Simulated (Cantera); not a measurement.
An isothermal plug-flow reactor at 725 K and 4.93 atm (inlet), inlet velocity 0.39 m/s, active area per volume 6700 1/m; feed CO : O₂ : N₂ = 0.019 : 0.011 : 0.79 (molar parts), equivalence ratio 0.86.

Cantera simulation using Deutschmann's 1995 Pt surface mechanism with GRI-Mech 3.0 gas chemistry; the numbers are that mechanism's predictions, not measurements. Catalytic surfaces can have several steady states; this one follows from the mechanism file's or the stated starting coverage. Mass transfer to the wall is taken as infinitely fast.

Problem. Predict: x(CO) at z = 0.008 m; x(O₂) at z = 0.008 m; x(CO₂) at z = 0.008 m; θ(free Pt) at the exit; θ(O*) at the exit; θ(CO*) at the exit.

Solution. 
| Item | Value |
|---|---|
| x(CO) at z = 0.008 m | 0.00905 |
| x(O₂) at z = 0.008 m | 0.00637 |
| x(CO₂) at z = 0.008 m | 0.0143 |
| θ(free Pt) at the exit | 0.0321 |
| θ(O*) at the exit | 0.00136 |
| θ(CO*) at the exit | 0.967 |
